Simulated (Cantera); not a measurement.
Charge: 1 mol PbI₂, 2.2 mol N₂, held at 1798 K and 16.5 Torr.

These are equilibrium values from Cantera (NASA tables, ideal gas, pure condensed phases), not measurements of a reactor. Candidate condensed phases: I₂, Pb, PbI₂; 9 gas species. Rates play no part.

Base state: N₂ 0.441, I 0.358, Pb 0.161, PbI 0.0370, PbI₂ 0.00299, I₂ 0.000235 (mole fractions); condensed: gas only.

What changes in the equilibrium state with this change: N₂ from 2.2 to 330 mol?


```json
[
 {"species": "N₂", "before": "0.441", "after": "0.991"},
 {"species": "I", "before": "0.358", "after": "0.00599"},
 {"species": "Pb", "before": "0.161", "after": "0.00299"},
 {"species": "PbI", "before": "0.0370", "after": "1.15e-5"},
 {"species": "PbI₂", "before": "0.00299", "after": "1.56e-8"},
 {"species": "I₂", "before": "0.000235", "after": "6.59e-8"}
]
```
